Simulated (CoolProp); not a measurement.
Properties of sulfur dioxide along the isobar 11.3 MPa.

Values from CoolProp's reference Helmholtz-energy equation of state, Gao 2016.

| T (K) | phase | density (kg/m³) | cp (kJ/(kg K)) | cv (kJ/(kg K)) | speed of sound (m/s) | Joule-Thomson coefficient (K/MPa) |
|---|---|---|---|---|---|---|
| 374.1 | liquid | 1161 | 1.527 | 0.7898 | 624.6 | 0.09507 |
| 392.9 | liquid | 1088 | 1.634 | 0.7917 | 537.3 | 0.3029 |
| 411.8 | liquid | 997.6 | 1.830 | 0.8003 | 442.8 | 0.6704 |
| 430.7 | supercritical | 875.1 | 2.305 | 0.8232 | 337.9 | 1.466 |
| 449.5 | supercritical | 647.0 | 4.510 | 0.8811 | 223.3 | 4.091 |
| 468.4 | supercritical | 377.3 | 2.924 | 0.8233 | 211.5 | 7.104 |
| 487.3 | supercritical | 293.0 | 1.793 | 0.7531 | 229.2 | 7.221 |
| 506.1 | supercritical | 251.6 | 1.415 | 0.7167 | 243.5 | 6.827 |
| 525 | supercritical | 224.8 | 1.233 | 0.6968 | 255.7 | 6.348 |

The peak of cp marks the crossing from liquid-like to gas-like fluid above the critical point.
